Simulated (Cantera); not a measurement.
Feed: 1 mol B₂O₃, a varied amount of H₂O, 1.4 mol H₂, held at 1773.15 K and 13300 Pa.

Method: chemical equilibrium by Gibbs-energy minimisation in Cantera with the NASA 1993 tables (ideal gas, pure condensed phases). Candidate condensed phases: B, B₂O₃, B₃O₃H₃, H₂O; 23 gas species. Kinetics and transport are ignored.

Question: Which condensed phases are stable at each of these points (n(H₂O) (mol)): 0.36, 1.2, 1.9, 2.7, 3.5, 4.3, 5.1, 5.9, 6.7, 7.5, 8.3, 9.1?

Answer: 
| n(H₂O) (mol) | condensed phases | B condensed (%) |
|---|---|---|
| 0.36 | B₂O₃(l) | 80.4 |
| 1.2 | B₂O₃(l) | 55.0 |
| 1.9 | B₂O₃(l) | 35.4 |
| 2.7 | B₂O₃(l) | 13.4 |
| 3.5 | gas only | 0.0 |
| 4.3 | gas only | 0.0 |
| 5.1 | gas only | 0.0 |
| 5.9 | gas only | 0.0 |
| 6.7 | gas only | 0.0 |
| 7.5 | gas only | 0.0 |
| 8.3 | gas only | 0.0 |
| 9.1 | gas only | 0.0 |

From 0.36 mol H₂O to 2.7 mol H₂O the condensed part is B₂O₃(l). From 3.5 mol H₂O to 9.1 mol H₂O nothing is condensed.
